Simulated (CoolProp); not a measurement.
n-dodecane along the isotherm 346.85 °C: density (kg/m³) from the reference equation and from simpler models built on Tc = 385.0 °C, pc = 1.818 MPa, ω = 0.574; each cubic takes its own stable root.

Values from CoolProp's reference Helmholtz-energy equation of state, Lemmon 2004. It is a short technical equation, of lower accuracy than the large ones.

```json
[
 {"p (MPa)": "0.568", "phase": "gas", "reference": "22.77"},
 {"p (MPa)": "1.14", "phase": "liquid", "reference": "428.0"},
 {"p (MPa)": "1.7", "phase": "liquid", "reference": "440.0"},
 {"p (MPa)": "2.27", "phase": "liquid", "reference": "449.4"},
 {"p (MPa)": "2.84", "phase": "liquid", "reference": "457.2"},
 {"p (MPa)": "3.41", "phase": "liquid", "reference": "463.9"},
 {"p (MPa)": "3.98", "phase": "liquid", "reference": "469.8"},
 {"p (MPa)": "4.54", "phase": "liquid", "reference": "475.1"},
 {"p (MPa)": "5.11", "phase": "liquid", "reference": "479.9"},
 {"p (MPa)": "5.68", "phase": "liquid", "reference": "484.4"},
 {"p (MPa)": "6.25", "phase": "liquid", "reference": "488.5"},
 {"p (MPa)": "6.82", "phase": "liquid", "reference": "492.4"},
 {"p (MPa)": "7.38", "phase": "liquid", "reference": "495.9"},
 {"p (MPa)": "7.95", "phase": "liquid", "reference": "499.3"},
 {"p (MPa)": "8.52", "phase": "liquid", "reference": "502.6"},
 {"p (MPa)": "9.09", "phase": "liquid", "reference": "505.7"}
]
```

Question: How far does each simpler model (Redlich-Kwong, Soave-Redlich-Kwong) lie from the reference over these 16 states: mean and median of the absolute difference, and the worst?

Answer: 
- Redlich-Kwong: mean 23.5 %, median 19.4 %, worst -86.7 % at 346.85 °C and 1.14 MPa
- Soave-Redlich-Kwong: mean 16.8 %, median 16.7 %, worst -23.7 % at 346.85 °C and 1.14 MPa

At some of these states Redlich-Kwong gives the other phase, because its saturation line lies elsewhere.
